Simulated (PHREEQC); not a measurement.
A PHREEQC input (ion-association model, phreeqc.dat):

```
SOLUTION 1
  temp 25
  units mg/kgw
  pH 6.91
  pe 9.1
  Na 0.015
  K 0.00116
  Ca 0.125
  Mg 0.0217
  Cl 0.0284
  S(6) 0.0226 as SO4
  Alkalinity 0.44
  Li 1.08e-05
  Pb 0.0183
END
USE solution 1
EQUILIBRIUM_PHASES 1
  Gypsum 0 0
  CO2(g) -2.5 10
END
```

The run finishes without an error or a warning.

Its last state differs from that of the intended input:

```tsv
quantity	as run	intended
pH	5.42	5.38
ionic strength (mol/kgw)	1.76e-5	1.72e-5
PbCO3 (mol/kgw)	2.29e-10	1.88e-10
CO3-2 (mol/kgw)	1.57e-10	1.29e-10
SI of Cerussite (PbCO3)	-3.75	-3.84
SI of Pb(OH)2 (Pb(OH)2)	-4.38	-4.47
```

One thing in the input isn't as intended. What explains the difference?

One answer among several that fit: The fault: 'as HCO3' left off the alkalinity, which is then read as CaCO3.
